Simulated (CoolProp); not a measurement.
Vapour-liquid equilibrium of C2F6 (R116) (1) + R22 (2) at 204.9 K; x and y are mole fractions of (1).

Model: multi-fluid Helmholtz-energy mixture model, Lemmon 2006 and Kamei 1995; pair parameters Bell 2016, in CoolProp.

| x | bubble pressure (MPa) | y at the bubble point | dew pressure at overall composition x (MPa) | liquid density (mol/L) |
|---|---|---|---|---|
| 0.05 | 0.07146 | 0.688 | 0.02407 | 16.78 |
| 0.15 | 0.1216 | 0.825 | … | 16.00 |
| 0.25 | … | 0.852 | … | 15.26 |
| 0.35 | 0.1456 | 0.861 | 0.03503 | 14.58 |
| 0.45 | 0.1474 | … | 0.04128 | 13.94 |
| 0.55 | 0.1489 | 0.867 | 0.05022 | 13.36 |
| 0.65 | 0.1515 | 0.874 | 0.06406 | 12.82 |
| 0.75 | 0.1554 | … | 0.08818 | 12.33 |
| 0.85 | 0.1603 | 0.915 | 0.1382 | … |
| 0.95 | 0.1652 | 0.963 | 0.1642 | … |

Problem. Complete the blanks.

Solution. 
- 0.15, dew pressure at overall composition x (MPa): 0.02687
- 0.25, bubble pressure (MPa): 0.1398
- 0.25, dew pressure at overall composition x (MPa): 0.03042
- 0.45, y at the bubble point: 0.864
- 0.75, y at the bubble point: 0.888
- 0.85, liquid density (mol/L): 11.89
- 0.95, liquid density (mol/L): 11.49

No azeotrope shows between x = 0.05 and 0.95.

Pair parameters are fitted to limited data, so mixtures are less certain than the pure fluids. With so large a gap from Raoult's law the liquid may split in two, which this calculation doesn't test in full.
